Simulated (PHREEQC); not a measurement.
Dissolve 0.0039 mol HCl, 0.064 mol MnSO4 and 0.00038 mol MgSO4 per kg of water at 18 °C and 10 atm. Closed to the air; pH follows from the charge balance.

Computed with PHREEQC (ion-association model, phreeqc.dat).

| quantity | before | after |
|---|---|---|
| pH | 2.82 | 2.51 |
| ionic strength (mol/kgw) | 0.157 | 0.160 |
| SO4-2 (mol/kgw) | 0.0374 | 0.0362 |

Problem. Name the change that produced these shifts.
A) MgSO4 replaced by Na2SO4 at the same molality
B) MnSO4 left out
C) MgSO4 replaced by CdSO4 at the same molality
D) HCl from 0.0039 to 0.0078 mol/kgw
E) temperature from 18 to 35 °C

Solution. D, HCl from 0.0039 to 0.0078 mol/kgw

No solid was allowed to form.
